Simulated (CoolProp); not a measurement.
Properties of CH2F2 (R32) along the isotherm 226.2 K.

Computed with CoolProp (reference Helmholtz-energy equation of state, Tillner-Roth 1997).

```json
[
 {"p (MPa)": "0.222", "phase": "liquid", "Z": "0.005117", "conductivity (mW/(m K))": "190"},
 {"p (MPa)": "0.445", "phase": "liquid", "Z": "0.01025", "conductivity (mW/(m K))": "190"},
 {"p (MPa)": "0.667", "phase": "liquid", "Z": "0.01536", "conductivity (mW/(m K))": "190"},
 {"p (MPa)": "0.89", "phase": "liquid", "Z": "0.02049", "conductivity (mW/(m K))": "190"},
 {"p (MPa)": "1.11", "phase": "liquid", "Z": "0.02555", "conductivity (mW/(m K))": "191"},
 {"p (MPa)": "1.33", "phase": "liquid", "Z": "0.03060", "conductivity (mW/(m K))": "191"},
 {"p (MPa)": "1.56", "phase": "liquid", "Z": "0.03588", "conductivity (mW/(m K))": "191"},
 {"p (MPa)": "1.78", "phase": "liquid", "Z": "0.04093", "conductivity (mW/(m K))": "191"},
 {"p (MPa)": "2", "phase": "liquid", "Z": "0.04597", "conductivity (mW/(m K))": "191"},
 {"p (MPa)": "2.22", "phase": "liquid", "Z": "0.05101", "conductivity (mW/(m K))": "191"},
 {"p (MPa)": "2.45", "phase": "liquid", "Z": "0.05628", "conductivity (mW/(m K))": "191"},
 {"p (MPa)": "2.67", "phase": "liquid", "Z": "0.06131", "conductivity (mW/(m K))": "191"},
 {"p (MPa)": "2.89", "phase": "liquid", "Z": "0.06634", "conductivity (mW/(m K))": "191"}
]
```

Thermal conductivity comes from a separate model (Huber 2003), an estimate that may be off by 10 % or more.
